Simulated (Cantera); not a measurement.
Input: 1 mol Si, 0.7 mol HCl, 3 mol H₂, 2.2 mol Cl₂, equilibrated at 26.0 bar.

Method: chemical equilibrium by Gibbs-energy minimisation in Cantera with the NASA 1993 tables (ideal gas, pure condensed phases). Candidate condensed phases: Si; 19 gas species. The tables' values for SiCl₃ are old estimates; treat these amounts as uncertain. The numbers say what is thermodynamically allowed, not how fast it happens. All values below are at 825 °C.

Base state: H₂ 0.564, HCl 0.232, SiCl₄ 0.197, SiHCl₃ 0.00698, SiCl₃ 9.98e-5, SiH₂Cl₂ 2.96e-5 (mole fractions); condensed: gas only.

What changes in the equilibrium state with this change: Cl₂ from 2.2 to 2.5 mol?


| species | before | after |
|---|---|---|
| H₂ | 0.564 | 0.477 |
| HCl | 0.232 | 0.331 |
| SiCl₄ | 0.197 | 0.188 |
| SiH₂Cl₂ | 2.96e-5 | 9.90e-6 |
| SiHCl₃ | 0.00698 | 0.00395 |
| SiCl₃ | 9.98e-5 | 6.13e-5 |
